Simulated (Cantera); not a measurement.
Source: NASA polynomial tables (part measured, part estimated), evaluated in Cantera. Values are per mole of reaction as written; species without (g) are pure solids or liquids, kept so even where they would boil at 1 bar.

N₂(g) + 2 TaO₂(g) ⇌ 2 NO₂(g) + 2 Ta

```
T (K)  ΔH° (kJ)  ΔS° (J/K)  ΔG° (kJ)  log10 K
-----  --------  ---------  --------  -------
973       478.3     -175.6     649.2   -34.85
1023        [?]        [?]       [?]      [?]
1073      480.1     -173.9     666.7   -32.45
1123        [?]        [?]       [?]      [?]
1173      482.0     -172.2     684.0   -30.46
1223      483.0     -171.4     692.6   -29.58
1273      484.0     -170.6     701.1   -28.77
1323      485.0     -169.8     709.6   -28.02
```

Some entries are withheld; supply them.


- 1023, ΔH° (kJ): 479.2
- 1023, ΔS° (J/K): -174.7
- 1023, ΔG° (kJ): 658.0
- 1023, log10 K: -33.59
- 1123, ΔH° (kJ): 481.0
- 1123, ΔS° (J/K): -173.0
- 1123, ΔG° (kJ): 675.3
- 1123, log10 K: -31.41
